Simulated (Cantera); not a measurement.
**N2O furnace oxynitridation**

An isothermal, constant-pressure homogeneous reactor starts with 84.0 % N2O, 16.0 % H2O, at 1498 K and 12.0 Torr.

Cantera simulation using GRI-Mech 3.0 (53 species, 325 reactions); the numbers are that mechanism's predictions, not measurements. GRI-Mech 3.0 was tuned for natural gas; its chemistry of N2O as a main component is partial and can be far from experiment. Radical loss at walls, strong at low pressure, is not modelled. The temperature is held fixed by assumption; the heat of reaction is taken as removed at once.

```json
[
 {"t (s)": "2.00e-5", "x N2O": "0.840", "x H2O": "0.160", "x NO": "3.37e-7", "x NO2": "<1e-12", "x OH": "5.21e-7", "x H2O2": "<1e-12"},
 {"t (s)": "0.000102", "x N2O": "0.840", "x H2O": "0.160", "x NO": "7.25e-6", "x NO2": "4.09e-12", "x OH": "1.11e-5", "x H2O2": "1.19e-10"},
 {"t (s)": "0.000518", "x N2O": "0.840", "x H2O": "0.160", "x NO": "9.22e-5", "x NO2": "1.55e-8", "x OH": "0.000135", "x H2O2": "2.86e-8"},
 {"t (s)": "0.00264", "x N2O": "0.836", "x H2O": "0.159", "x NO": "0.000603", "x NO2": "5.83e-6", "x OH": "0.000491", "x H2O2": "3.06e-7"},
 {"t (s)": "0.0134", "x N2O": "0.815", "x H2O": "0.158", "x NO": "0.00321", "x NO2": "0.000116", "x OH": "0.000565", "x H2O2": "2.41e-7"},
 {"t (s)": "0.0683", "x N2O": "0.722", "x H2O": "0.153", "x NO": "0.0150", "x NO2": "0.000534", "x OH": "0.000589", "x H2O2": "1.32e-7"},
 {"t (s)": "0.347", "x N2O": "0.417", "x H2O": "0.136", "x NO": "0.0529", "x NO2": "0.000606", "x OH": "0.000578", "x H2O2": "3.29e-8"},
 {"t (s)": "1.77", "x N2O": "0.0464", "x H2O": "0.115", "x NO": "0.0952", "x NO2": "9.35e-5", "x OH": "0.000494", "x H2O2": "4.57e-9"},
 {"t (s)": "9.00", "x N2O": "2.45e-5", "x H2O": "0.112", "x NO": "0.0993", "x NO2": "7.13e-5", "x OH": "0.000243", "x H2O2": "1.47e-9"}
]
```
x: mole fraction; the columns are a selection and need not sum to one.

Equilibrium at this temperature and pressure: N2O 8.40e-9, H2O 0.112, NO 0.00125, NO2 1.01e-6, OH 0.000250, H2O2 1.59e-9 (gas phase only).
